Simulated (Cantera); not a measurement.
Cantera run:

```python
import numpy as np
import cantera as ct

gas_names = """
    AL ALCL ALCL2 ALCL3 ALN ALO ALOCL ALO2 AL2 AL2CL6 AL2O AL2O2 CL CLO CL2 N NO NO2 NO3 N2 N2O O O2 O3
""".split()
cond_names = """
    AL(cr) AL(L) ALCL3(s) ALCL3(L) ALN(s) AL2O3(a) AL2O3(L)
""".split()


# ... load() reads the species with a 1 bar reference pressure and builds the phases ...
atoms = {
    'Al2O3': {'AL': 2, 'O': 3},
    'Cl2': {'CL': 2},
    'N2': {'N': 2},
}
top_T = {'ALN(s)': 2750}  # K; cautious upper limits of use, not melting points


# ... equilibrate(T, P, feed) seeds the gas with the atoms and calls Mixture.equilibrate('TP', solver="vcs", rtol=1e-11, max_steps=5000) ...
results = []
feed = {'Al2O3': 1, 'Cl2': 0.044, 'N2': 0.037}  # mol
P = 42000  # Pa
for T in [1123, 1223, 1323, 1423, 1523, 1623, 1723]:
    mix = equilibrate(T, P, feed)
    results.append((T, P, feed, dict(zip(mix.species_names, mix.species_moles))))
    x = sorted(zip(gas.X, gas.species_names), reverse=True)
    print(f"T = {T:g} K  P = {P:g} Pa  gas = {mix.phase_moles(0):.4g} mol")
    print("   x: " + "  ".join(f"{s} {v:.3e}" for v, s in x if v > 0.001))
    print("   condensed (mol): " + ("  ".join(f"{mix.phase(i).name} {mix.phase_moles(i):.4g}"
          for i in range(1, mix.n_phases) if mix.phase_moles(i) > 1e-12) or "none"))
```

It prints:

```
T = 1123 K  P = 42000 Pa  gas = 0.0811 mol
   x: CL2 5.411e-01  N2 4.562e-01  CL 2.274e-03
   condensed (mol): AL2O3(a) 1
T = 1223 K  P = 42000 Pa  gas = 0.08129 mol
   x: CL2 5.369e-01  N2 4.552e-01  CL 6.763e-03
   condensed (mol): AL2O3(a) 1
T = 1323 K  P = 42000 Pa  gas = 0.08173 mol
   x: CL2 5.269e-01  N2 4.527e-01  CL 1.700e-02  ALCL3 1.934e-03  O2 1.430e-03
   condensed (mol): AL2O3(a) 0.9999
T = 1423 K  P = 42000 Pa  gas = 0.08263 mol
   x: CL2 5.070e-01  N2 4.477e-01  CL 3.719e-02  ALCL3 4.570e-03  O2 3.369e-03
   condensed (mol): AL2O3(a) 0.9998
T = 1523 K  P = 42000 Pa  gas = 0.08424 mol
   x: CL2 4.723e-01  N2 4.392e-01  CL 7.216e-02  ALCL3 9.306e-03  O2 6.841e-03
   condensed (mol): AL2O3(a) 0.9996
T = 1623 K  P = 42000 Pa  gas = 0.08681 mol
   x: N2 4.260e-01  CL2 4.193e-01  CL 1.256e-01  ALCL3 1.648e-02  O2 1.208e-02
   condensed (mol): AL2O3(a) 0.9993
T = 1723 K  P = 42000 Pa  gas = 0.09051 mol
   x: N2 4.085e-01  CL2 3.491e-01  CL 1.974e-01  ALCL3 2.548e-02  O2 1.860e-02
   condensed (mol): AL2O3(a) 0.9988
```

These are equilibrium values from Cantera (NASA tables, ideal gas, pure condensed phases), not measurements of a reactor.
